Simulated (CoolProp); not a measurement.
Ethanol at several states: density (kg/m³) from the reference equation and from simpler models built on Tc = 241.6 °C, pc = 6.268 MPa, ω = 0.644; each cubic takes its own stable root.

Values from CoolProp's reference Helmholtz-energy equation of state, Schroeder 2014.

| T (°C) | p (MPa) | phase | reference | van der Waals | Redlich-Kwong | Soave-Redlich-Kwong | Peng-Robinson |
|---|---|---|---|---|---|---|---|
| 342.45 | 0.089 | gas | 0.8025 | 0.8032 | 0.8033 | 0.8028 | 0.8031 |
| 3.85 | 6.25 | liquid | 808.0 | 439.7 | 645.9 | 685.4 | 769.2 |
| 328.75 | 0.432 | gas | 4.016 | 4.033 | 4.037 | 4.024 | 4.033 |
| 316.15 | 36.8 | supercritical | 500.4 | ? | ? | ? | 437.7 |
| -56.75 | 0.147 | liquid | 855.0 | ? | 687.0 | 717.2 | 803.0 |
| 0.85 | 0.0729 | liquid | ? | ? | ? | 685.1 | 769.2 |

Question: What belongs in the gaps?

Answer: 
- 316.15, van der Waals: 354.4
- 316.15, Redlich-Kwong: 430.7
- 316.15, Soave-Redlich-Kwong: 399.1
- -56.75, van der Waals: 461.2
- 0.85, reference: 805.7
- 0.85, van der Waals: 1.496
- 0.85, Redlich-Kwong: 643.3

At some of these states van der Waals gives the other phase, because its saturation line lies elsewhere.
